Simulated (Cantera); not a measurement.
Cantera run:

```python
import numpy as np
import cantera as ct

gas_names = """
    H H2 N NH NH2 NH3 N2 N2H2 N2H4 Ni
""".split()
cond_names = """
    Ni(cr) Ni(L)
""".split()


def load(file, names, dense=False):
    # The tables refer to 1 bar. Condensed volumes are neglected.
    table = {s.name: s for s in ct.Species.list_from_file(file)}
    out = []
    for n in names:
        d = dict(table[n].input_data)
        d["thermo"] = dict(d["thermo"], **{"reference-pressure": 1e5})
        if dense:
            d["equation-of-state"] = {"model": "constant-volume", "density": "1e6 g/cm^3"}
        out.append(ct.Species.from_dict(d))
    return out


gas = ct.Solution(thermo="ideal-gas", species=load("nasa_gas.yaml", gas_names))
cond = {s.name: ct.Solution(thermo="fixed-stoichiometry", species=[s], name=s.name)
        for s in load("nasa_condensed.yaml", cond_names, dense=True)}
atoms = {
    'Ni': {'Ni': 1},
    'NH3': {'N': 1, 'H': 3},
    'N2': {'N': 2},
}
top_T = {}  # K; cautious upper limits of use, not melting points


def equilibrate(T, P, feed):
    n = {}
    for name, mol in feed.items():
        for a, k in atoms[name].items():
            n[a] = n.get(a, 0.0) + k * mol
    gas.TPX = T, P, n
    mass = sum(n.values()) * gas.mean_molecular_weight
    gas.equilibrate("TP")
    valid = [c for c in cond.values() if c.min_temp <= T <= top_T.get(c.name, c.max_temp)]
    mix = ct.Mixture([(gas, mass / gas.mean_molecular_weight)] + [(c, 0.0) for c in valid])
    mix.T, mix.P = T, P
    mix.equilibrate("TP", solver="vcs", rtol=1e-11, max_steps=5000)
    return mix


results = []
feed = {'Ni': 1, 'NH3': 0.38, 'N2': 3}  # mol
P = 40  # Pa
for T in [1475, 1500, 1525, 1550, 1575, 1600, 1625, 1650, 1675, 1700, 1725, 1750, 1775]:
    mix = equilibrate(T, P, feed)
    results.append((T, P, feed, dict(zip(mix.species_names, mix.species_moles))))

top = {s: max(r[3][s] / sum(r[3][g] for g in gas_names) for r in results) for s in gas_names}
cols = sorted((s for s in top if top[s] > 1e-06), key=lambda s: -top[s])[:5]
seen = [c for c in cond_names if any(r[3].get(c, 0) > 1e-12 for r in results)]
print("log10 of partial pressures in bar; condensed amounts in mol")
print(f"{'T/K':>10s}" + "".join(f"{s[:9]:>10s}" for s in cols + seen))
for T, P, feed, n in results:
    ng = sum(n[g] for g in gas_names)
    print(f"{T:10.4g}" + "".join(f"{np.log10(max(n[s] / ng * P / 1e5, 1e-99)):10.3f}" for s in cols)
          + "".join(f"{n.get(c, 0):10.4g}" for c in seen))
```

Output:

```
log10 of partial pressures in bar; condensed amounts in mol
       T/K        N2        H2        Ni         H    Ni(cr)     Ni(L)
      1475    -3.469    -4.218    -7.537    -6.996    0.9997         0
      1500    -3.469    -4.218    -7.289    -6.863    0.9995         0
      1525    -3.470    -4.218    -7.049    -6.735    0.9992         0
      1550    -3.470    -4.218    -6.816    -6.611    0.9986         0
      1575    -3.470    -4.219    -6.592    -6.491    0.9976         0
      1600    -3.470    -4.219    -6.374    -6.374     0.996         0
      1625    -3.470    -4.220    -6.164    -6.262    0.9935         0
      1650    -3.471    -4.221    -5.960    -6.152    0.9897         0
      1675    -3.472    -4.223    -5.762    -6.047    0.9837         0
      1700    -3.473    -4.225    -5.570    -5.944    0.9745         0
      1725    -3.475    -4.228    -5.384    -5.845    0.9607         0
      1750    -3.477    -4.232    -5.210    -5.749         0     0.941
      1775    -3.481    -4.237    -5.042    -5.657         0    0.9124
```

Equilibrium computed with Cantera from the NASA thermochemical tables; the gas is ideal and each condensed phase is pure.
